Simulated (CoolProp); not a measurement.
Values from CoolProp's reference Helmholtz-energy equation of state, Thol 2019.

Task: For n-hexane, give the phase and the speed of sound (m/s), isothermal compressibility (1/MPa), expansivity (1/kK), fugacity coefficient at 255.4 K and 0.051 MPa; 190.7 K and 3.55 MPa; 515.3 K and 3.86 MPa.

Result: 
- 255.4 K and 0.051 MPa: liquid; speed of sound 1280, isothermal compressibility 0.00116, expansivity 1.25, fugacity coefficient 0.0423
- 190.7 K and 3.55 MPa: liquid; speed of sound 1610, isothermal compressibility 0.000677, expansivity 1.11, fugacity coefficient 2.48e-6
- 515.3 K and 3.86 MPa: supercritical; speed of sound 159, isothermal compressibility 0.223, expansivity 18.7, fugacity coefficient 0.576
